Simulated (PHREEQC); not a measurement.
PHREEQC input (ion-association model, wateq4f.dat):

```
PHASES
  Fix_H+
    H+ = H+
    -log_k 0
SOLUTION 1
  temp 20
  units mol/kgw
  pH 7 charge
  Cl 0.003
  Na 0.003
END
SELECTED_OUTPUT 1
  -reset false
  -pH true
  -pe true
  -ionic_strength true
  -water true
  -totals Ca Cl F Na
  -molalities H+ Ca+2 Cl- F- Na+ CaOH+ O2 OH- CaF+ HF
    HF2- H2F2 NaF
  -equilibrium_phases Fluorite
  -saturation_indices Portlandite Halite
PRINT
  -reset false
USE solution 1
EQUILIBRIUM_PHASES 1
  Fix_H+ -2 HCl 10
    -force_equality true
  Fluorite 0 0.05
  O2(g) -0.68 10
END
# ... the last block is repeated for the other 16 points of pH, with NaOH or the acid as the point needs
```

Selected output (columns that matter, 15 of 17 rows; pH added in front):

```
pH	mu	Ca	Cl	F	Na	m_H+	m_Ca+2	m_Cl-	m_F-	m_Na+	m_OH-	Fluorite	si_Portlandite	si_Halite
2	0.017993	0.0012705	0.016529	0.0025411	0.003	0.011184	0.0012694	0.016529	0.00019354	0.0029997	7.7688e-13	0.048729	-22.304	-5.9901
2.56	0.0077027	0.00057249	0.0068739	0.001145	0.003	0.0029872	0.0005717	0.0068739	0.0002563	0.0029996	2.7042e-12	0.049428	-21.465	-6.3357
3.12	0.0047714	0.0003207	0.0041258	0.0006414	0.003	0.000811	0.0003201	0.0041258	0.00032518	0.0029995	9.641e-12	0.049679	-20.567	-6.5419
3.69	0.0039224	0.00023562	0.0033147	0.00047125	0.003	0.00021714	0.0002351	0.0033147	0.00037246	0.0029994	3.5589e-11	0.049764	-19.551	-6.6315
4.81	0.0036254	0.00020351	0.0030244	0.00040702	0.003	1.6438e-05	0.00020302	0.0030244	0.00039799	0.0029994	4.6801e-10	0.049796	-17.37	-6.6692
5.38	0.0036074	0.00020151	0.0030066	0.00040302	0.003	4.4239e-06	0.00020103	0.0030066	0.00039979	0.0029994	1.7385e-09	0.049798	-16.234	-6.6717
5.94	0.0036026	0.00020098	0.0030018	0.00040195	0.003	1.2184e-06	0.00020049	0.0030018	0.00040027	0.0029994	6.312e-09	0.049799	-15.116	-6.6723
6.5	0.0036012	0.00020083	0.0030005	0.00040166	0.003	3.3557e-07	0.00020035	0.0030005	0.00040041	0.0029994	2.2917e-08	0.049799	-13.996	-6.6725
7.06	0.0036009	0.00020079	0.0030001	0.00040158	0.003	9.2424e-08	0.00020031	0.0030001	0.00040044	0.0029994	8.3207e-08	0.049799	-12.876	-6.6726
7.62	0.0036011	0.00020078	0.003	0.00040156	0.0030003	2.5456e-08	0.0002003	0.003	0.00040046	0.0029997	3.0211e-07	0.049799	-11.756	-6.6725
8.19	0.0036019	0.00020078	0.003	0.00040156	0.0030011	6.8515e-09	0.00020029	0.003	0.00040047	0.0030005	1.1224e-06	0.049799	-10.616	-6.6724
9.31	0.0036157	0.00020084	0.003	0.00040168	0.0030149	5.1979e-10	0.0002003	0.003	0.00040059	0.0030142	1.4798e-05	0.049799	-8.3761	-6.6705
9.88	0.0036563	0.00020103	0.003	0.00040205	0.0030552	1.3994e-10	0.00020034	0.003	0.00040095	0.0030546	5.5e-05	0.049799	-7.2366	-6.6651
10.44	0.0038026	0.00020168	0.003	0.00040337	0.0032007	3.8582e-11	0.00020045	0.003	0.00040224	0.0032	0.00019994	0.049798	-6.1183	-6.6459
11	0.0043366	0.00020401	0.003	0.00040801	0.0037317	1.0663e-11	0.00020082	0.003	0.00040678	0.0037309	0.00072899	0.049796	-5.0044	-6.5828
```
